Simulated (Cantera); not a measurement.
Input: 1 mol SiH₄, 0.062 mol HCl, 3.5 mol H₂, 0.59 mol Cl₂, equilibrated at 823.15 K.

Equilibrium computed with Cantera from the NASA thermochemical tables; the gas is ideal and each condensed phase is pure. Candidate condensed phases: Si; 19 gas species. The tables' values for SiCl₃ are old estimates; treat these amounts as uncertain. Equilibrium is a limit: real reactors are often held back by kinetics, nucleation or transport.

Task: At 350 Pa, list the 4 most abundant gas species with their mole fractions, and the condensed phases.

Result: H₂ 0.940, SiCl₄ 0.0453, SiHCl₃ 0.00812, HCl 0.00634. Condensed: Si(s).
